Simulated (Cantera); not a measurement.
An isothermal plug-flow reactor at 725 K and 0.987 atm (inlet), inlet velocity 4.7 m/s, active area per volume 1600 1/m; feed H₂ : O₂ : N₂ = 0.0042 : 0.022 : 0.79 (molar parts).

Model: Deutschmann's 1995 Pt surface mechanism with GRI-Mech 3.0 gas chemistry, integrated in Cantera. Catalytic surfaces can have several steady states; this one follows from the mechanism file's or the stated starting coverage. Mass transfer to the wall is taken as infinitely fast.

Task: What does this change do: temperature 725 to 550 K?

Result: 
```csv
quantity,before,after
x(H₂) at z = 0.0048 m,0.000174,0.000324
x(O₂) at z = 0.0048 m,0.0245,0.0246
x(H₂O) at z = 0.0048 m,0.00498,0.00483
θ(free Pt) at the exit,0.0292,0.0205
θ(O*) at the exit,0.969,0.972
θ(OH*) at the exit,0.00198,0.00704
```

Task: What does this change do: H2 0.0042 to 0.0023 parts?

Result: 
```csv
quantity,before,after
x(H₂) at z = 0.0048 m,0.000174,0.000172
x(O₂) at z = 0.0048 m,0.0245,0.0257
x(H₂O) at z = 0.0048 m,0.00498,0.00266
θ(free Pt) at the exit,0.0292,0.0284
θ(O*) at the exit,0.969,0.970
θ(OH*) at the exit,0.00198,0.00143
```
